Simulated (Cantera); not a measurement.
A Cantera script and its output.

```python
import numpy as np
import cantera as ct

gas = ct.Solution("gri30.yaml")
gas.TPX = 1150, 100000, {'CH4': 1, 'O2': 0.952, 'N2': 3.58}
reactor = ct.IdealGasConstPressureReactor(gas, energy="on", clone=False)
net = ct.ReactorNet([reactor])
net.rtol, net.atol = 1e-08, 1e-16
show = ['CH4', 'O2', 'H2O2', 'O', 'HCN', 'OH']
times = np.geomspace(8e-06, 0.8, 12)

steps = ct.SolutionArray(gas, extra=["t"])
rows = []
print(f"{'t/s':>10s}{'T/K':>9s}{'P/Pa':>11s}" + "".join(f"{s:>11s}" for s in show))
for t in times:
    while net.time < t:
        t_next = net.step()
        steps.append(gas.state, t=t_next)
    rows.append([np.interp(t, steps.t, y) for y in (steps.T, steps.P, *steps(*show).X.T)])
    print(f"{t:10.3e}{rows[-1][0]:9.1f}{rows[-1][1]:11.4g}" + "".join(f"{x:11.3e}" for x in rows[-1][2:]))
rate = np.gradient(steps.T, steps.t)
print("integrator steps:", len(steps.t))
if steps.T.max() > steps.T[0] + 200:
    print(f"time of steepest temperature rise: {steps.t[rate.argmax()]:.4e} s")
gas.TPX = 1150, 100000, {'CH4': 1, 'O2': 0.952, 'N2': 3.58}
gas.equilibrate("HP")
print(f"equilibrium (HP): T = {gas.T:.1f} K  " + "  ".join(f"{s} {gas[s].X[0]:.3e}" for s in show))
```

Output:

```
       t/s      T/K       P/Pa        CH4         O2       H2O2          O        HCN         OH
 8.000e-06   1150.0      1e+05  1.808e-01  1.721e-01  1.237e-11  7.282e-13  1.591e-26  1.202e-12
 2.278e-05   1150.0      1e+05  1.808e-01  1.721e-01  9.873e-11  1.302e-12  1.299e-25  2.848e-12
 6.489e-05   1150.0      1e+05  1.808e-01  1.721e-01  7.693e-10  3.003e-12  1.075e-24  8.277e-12
 1.848e-04   1150.0      1e+05  1.808e-01  1.721e-01  5.536e-09  8.442e-12  9.192e-24  2.920e-11
 5.263e-04   1150.0      1e+05  1.808e-01  1.721e-01  3.238e-08  2.975e-11  8.822e-23  1.239e-10
 1.499e-03   1150.0      1e+05  1.808e-01  1.721e-01  1.103e-07  1.371e-10  1.186e-21  5.436e-10
 4.269e-03   1150.0      1e+05  1.807e-01  1.721e-01  1.243e-07  3.554e-10  1.793e-20  1.207e-09
 1.216e-02   1150.3      1e+05  1.807e-01  1.720e-01  1.785e-07  4.519e-10  1.067e-19  1.591e-09
 3.463e-02   1151.4      1e+05  1.804e-01  1.719e-01  4.174e-07  7.785e-10  6.438e-19  3.038e-09
 9.863e-02   1163.6      1e+05  1.778e-01  1.700e-01  2.522e-06  4.225e-09  3.139e-17  1.928e-08
 2.809e-01   2173.6      1e+05  1.038e-10  4.079e-07  2.419e-10  1.466e-06  3.056e-07  1.833e-04
 8.000e-01   2173.8      1e+05  1.018e-10  4.087e-07  2.422e-10  1.469e-06  1.425e-07  1.835e-04
integrator steps: 2530
time of steepest temperature rise: 1.4497e-01 s
equilibrium (HP): T = 2173.8 K  CH4 1.163e-10  O2 4.087e-07  H2O2 2.422e-10  O 1.469e-06  HCN 1.387e-07  OH 1.835e-04
```

Computed with Cantera and GRI-Mech 3.0 (53 species, 325 reactions).
